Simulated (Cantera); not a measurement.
## Hydrocarbon pyrolysis for carbon deposition

An isothermal, constant-pressure homogeneous reactor starts with C2H6 : N2 = 1 : 7.8 (molar parts), at 1450 K and 14000 Pa.

Model: GRI-Mech 3.0 (53 species, 325 reactions), integrated in Cantera. GRI-Mech 3.0 stops at C3 and has no aromatics, soot or wall deposition, so with more carbon than oxygen in the feed, carbon stays in small species such as C2H2 where larger ones or solid carbon would form.

| t (s) | x C2H6 | x HCN | x H2 | x CH2 | x CH4 |
|---|---|---|---|---|---|
| 0.000800 | 0.0594 | 4.48e-8 | 0.0370 | 1.34e-6 | 0.0128 |
| 0.00378 | 0.00384 | 6.99e-8 | 0.0921 | 2.53e-7 | 0.0318 |
| 0.0179 | 6.41e-5 | 7.06e-8 | 0.117 | 6.33e-9 | 0.0323 |
| 0.0846 | 6.94e-6 | 6.95e-8 | 0.132 | 9.80e-10 | 0.0318 |
| 0.400 | 5.64e-6 | 6.87e-8 | 0.143 | 1.01e-9 | 0.0310 |
| 1.89 | 5.02e-6 | 6.91e-8 | 0.146 | 9.76e-10 | 0.0291 |
| 8.94 | 3.15e-6 | 7.09e-8 | 0.155 | 8.25e-10 | 0.0222 |
| 42.3 | 8.28e-7 | 7.86e-8 | 0.172 | 4.71e-10 | 0.00964 |
| 200 | 3.43e-7 | 1.01e-7 | 0.178 | 2.68e-10 | 0.00473 |
x: mole fraction; the columns are a selection and need not sum to one.

Equilibrium at this temperature and pressure: C2H6 1.85e-7, HCN 0.0855, H2 0.180, CH2 1.95e-10, CH4 0.00347 (gas phase only).
